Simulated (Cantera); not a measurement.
A closed system holds: 1 mol Cu, 0.51 mol NH3, 27 mol N2, at 5.90 bar.

Method: chemical equilibrium by Gibbs-energy minimisation in Cantera with the NASA 1993 tables (ideal gas, pure condensed phases). Candidate condensed phases: Cu; 11 gas species. Equilibrium is a limit: real reactors are often held back by kinetics, nucleation or transport.

Which condensed phases are stable at each of these points (T (K)): 625, 825, 1025, 1225, 1425, 1625, 1825?


```json
[
 {"T (K)": "625", "condensed phases": "Cu(s)", "Cu condensed (%)": "100.0"},
 {"T (K)": "825", "condensed phases": "Cu(s)", "Cu condensed (%)": "100.0"},
 {"T (K)": "1025", "condensed phases": "Cu(s)", "Cu condensed (%)": "100.0"},
 {"T (K)": "1225", "condensed phases": "Cu(s)", "Cu condensed (%)": "100.0"},
 {"T (K)": "1425", "condensed phases": "Cu(l)", "Cu condensed (%)": "100.0"},
 {"T (K)": "1625", "condensed phases": "Cu(l)", "Cu condensed (%)": "100.0"},
 {"T (K)": "1825", "condensed phases": "Cu(l)", "Cu condensed (%)": "99.7"}
]
```

From 625 K to 1225 K the condensed part is Cu(s). From 1425 K to 1825 K the condensed part is Cu(l).
